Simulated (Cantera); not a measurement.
What does this Cantera script print?

```python
import numpy as np
import cantera as ct

gas_names = [...]  # 123 gases of nasa_gas.yaml made of C, H, O, Si
cond_names = """
    C(gr) C6H6(L) C7H8(L) C8H18(L),n-octa H2O(s) H2O(L) Si(cr) Si(L) SiC(b) SiO2(Lqz) SiO2(hqz) SiO2(L)
""".split()


# ... load() reads the species with a 1 bar reference pressure and builds the phases ...
atoms = {
    'HMDSO': {'Si': 2, 'C': 6, 'H': 18, 'O': 1},
    'H2O': {'H': 2, 'O': 1},
    'H2': {'H': 2},
}
top_T = {'C(gr)': 4500, 'SiC(b)': 3050}  # K; cautious upper limits of use, not melting points


# ... equilibrate(T, P, feed) seeds the gas with the atoms and calls Mixture.equilibrate('TP', solver="vcs", rtol=1e-11, max_steps=5000) ...
results = []
feed = {'HMDSO': 1, 'H2O': 1.2, 'H2': 0.49}  # mol
P = 13332.2  # Pa
for T in [600, 650, 700, 750, 800, 850, 900, 950, 1000, 1050, 1100]:
    mix = equilibrate(T, P, feed)
    results.append((T, P, feed, dict(zip(mix.species_names, mix.species_moles))))

top = {s: max(r[3][s] / sum(r[3][g] for g in gas_names) for r in results) for s in gas_names}
cols = sorted((s for s in top if top[s] > 1e-05), key=lambda s: -top[s])[:8]
seen = [c for c in cond_names if any(r[3].get(c, 0) > 1e-12 for r in results)]
print("log10 of partial pressures in bar; condensed amounts in mol")
print(f"{'T/K':>10s}" + "".join(f"{s[:9]:>10s}" for s in cols + seen))
for T, P, feed, n in results:
    ng = sum(n[g] for g in gas_names)
    print(f"{T:10.4g}" + "".join(f"{np.log10(max(n[s] / ng * P / 1e5, 1e-99)):10.3f}" for s in cols)
          + "".join(f"{n.get(c, 0):10.4g}" for c in seen))
```

Result:

```
log10 of partial pressures in bar; condensed amounts in mol
       T/K        H2       CH4        CO     C(gr)    SiC(b) SiO2(Lqz) SiO2(hqz)
       600    -1.486    -0.997   -17.583    0.5012       0.9       1.1         0
       650    -1.260    -1.106   -15.520     1.141       0.9       1.1         0
       700    -1.099    -1.269   -13.754     2.027       0.9       1.1         0
       750    -0.996    -1.488   -12.225     3.006       0.9       1.1         0
       800    -0.938    -1.747   -10.890     3.834       0.9       1.1         0
       850    -0.907    -2.021    -9.714     4.387       0.9         0       1.1
       900    -0.892    -2.290    -8.672     4.704       0.9         0       1.1
       950    -0.884    -2.545    -7.740     4.876       0.9         0       1.1
      1000    -0.881    -2.781    -6.904     4.969       0.9         0       1.1
      1050    -0.878    -2.999    -6.148      5.02       0.9         0       1.1
      1100    -0.877    -3.199    -5.462     5.049    0.9001         0       1.1
```

Cantera equilibrium calculation (NASA polynomials, part measured and part estimated; ideal gas, pure solids and liquids). The feed counts by its element totals alone. Mutual solubility and eutectic melting of coexisting phases are not modelled.
